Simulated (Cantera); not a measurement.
Input: 1 mol SiCl4, 33 mol N2O, 17 mol H2, held at 0.000770 bar.

Method: chemical equilibrium by Gibbs-energy minimisation in Cantera with the NASA 1993 tables (ideal gas, pure condensed phases). Candidate condensed phases: H2O, NH4Cl, Si, SiO2, Si2N2O, Si3N4; 47 gas species. Equilibrium is a limit: real reactors are often held back by kinetics, nucleation or transport.

### Question
Which condensed phases are stable at each of these points (T (K)): 625, 700, 775, 850, 925, 1000, 1075?

### Answer
```
T (K)  condensed phases  Si condensed (%)
-----  ----------------  ----------------
625      SiO2(α-quartz)             100.0
700      SiO2(α-quartz)             100.0
775      SiO2(α-quartz)             100.0
850      SiO2(β-quartz)             100.0
925      SiO2(β-quartz)             100.0
1000     SiO2(β-quartz)             100.0
1075     SiO2(β-quartz)             100.0
```

From 625 K to 775 K the condensed part is SiO2(α-quartz). From 850 K to 1075 K the condensed part is SiO2(β-quartz).
